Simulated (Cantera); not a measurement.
Input (Python, Cantera):

```python
import numpy as np
import cantera as ct

gas = ct.Solution("gri30.yaml")
gas.TPX = 1325, 91000, {'H2': 1, 'O2': 0.312, 'N2': 2.53}
reactor = ct.IdealGasConstPressureReactor(gas, energy="on", clone=False)
net = ct.ReactorNet([reactor])
net.rtol, net.atol = 1e-08, 1e-16
show = ['H2', 'O2', 'H2O', 'H', 'NO2', 'NO']
times = np.geomspace(7e-06, 2, 11)

steps = ct.SolutionArray(gas, extra=["t"])
rows = []
print(f"{'t/s':>10s}{'T/K':>9s}{'P/Pa':>11s}" + "".join(f"{s:>11s}" for s in show))
for t in times:
    while net.time < t:
        t_next = net.step()
        steps.append(gas.state, t=t_next)
    rows.append([np.interp(t, steps.t, y) for y in (steps.T, steps.P, *steps(*show).X.T)])
    print(f"{t:10.3e}{rows[-1][0]:9.1f}{rows[-1][1]:11.4g}" + "".join(f"{x:11.3e}" for x in rows[-1][2:]))
rate = np.gradient(steps.T, steps.t)
print("integrator steps:", len(steps.t))
if steps.T.max() > steps.T[0] + 200:
    print(f"time of steepest temperature rise: {steps.t[rate.argmax()]:.4e} s")
gas.TPX = 1325, 91000, {'H2': 1, 'O2': 0.312, 'N2': 2.53}
gas.equilibrate("HP")
print(f"equilibrium (HP): T = {gas.T:.1f} K  " + "  ".join(f"{s} {gas[s].X[0]:.3e}" for s in show))
```

Output:

```
       t/s      T/K       P/Pa         H2         O2        H2O          H        NO2         NO
 7.000e-06   1325.0    9.1e+04  2.603e-01  8.121e-02  2.272e-07  2.694e-07  4.903e-23  2.041e-17
 2.459e-05   1325.1    9.1e+04  2.601e-01  8.113e-02  1.332e-04  1.145e-04  1.068e-16  7.796e-13
 8.635e-05   1911.1    9.1e+04  8.691e-02  3.679e-03  1.475e-01  6.334e-02  4.066e-10  2.201e-05
 3.033e-04   2256.4    9.1e+04  9.792e-02  8.327e-04  1.642e-01  2.562e-02  7.818e-10  5.592e-05
 1.065e-03   2395.8    9.1e+04  1.028e-01  1.406e-04  1.719e-01  1.006e-02  1.309e-09  8.897e-05
 3.742e-03   2428.0    9.1e+04  1.042e-01  5.534e-05  1.737e-01  6.303e-03  1.825e-09  1.247e-04
 1.314e-02   2428.3    9.1e+04  1.043e-01  5.330e-05  1.737e-01  6.197e-03  2.935e-09  2.013e-04
 4.616e-02   2427.6    9.1e+04  1.044e-01  5.284e-05  1.736e-01  6.183e-03  4.278e-09  2.947e-04
 1.621e-01   2427.6    9.1e+04  1.044e-01  5.279e-05  1.736e-01  6.182e-03  4.431e-09  3.053e-04
 5.694e-01   2427.6    9.1e+04  1.044e-01  5.279e-05  1.736e-01  6.182e-03  4.431e-09  3.054e-04
 2.000e+00   2427.6    9.1e+04  1.044e-01  5.279e-05  1.736e-01  6.182e-03  4.431e-09  3.054e-04
integrator steps: 1426
time of steepest temperature rise: 4.5515e-05 s
equilibrium (HP): T = 2427.6 K  H2 1.044e-01  O2 5.279e-05  H2O 1.736e-01  H 6.182e-03  NO2 4.431e-09  NO 3.054e-04
```

Model: GRI-Mech 3.0 (53 species, 325 reactions), integrated in Cantera.
